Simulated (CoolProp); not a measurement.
The numbers come from the reference Helmholtz-energy equation of state, Polt 1992 in CoolProp. This equation is an older, rougher fit; its heat capacities, sound speeds and derivatives of the liquid may be far off and weren't checked against measurements.

### Question
Give the vapour pressure (MPa), liquid density (kg/m³), vapour Z, surface tension (mN/m) of saturated propyne at 321.6 K.

### Answer
| T (K) | p (MPa) | liquid density (kg/m³) | vapour Z | surface tension (mN/m) |
|---|---|---|---|---|
| 321.6 | 1.09 | 572 | 0.831 | 8.38 |

Surface tension comes from a separate correlation (Mulero 2012).
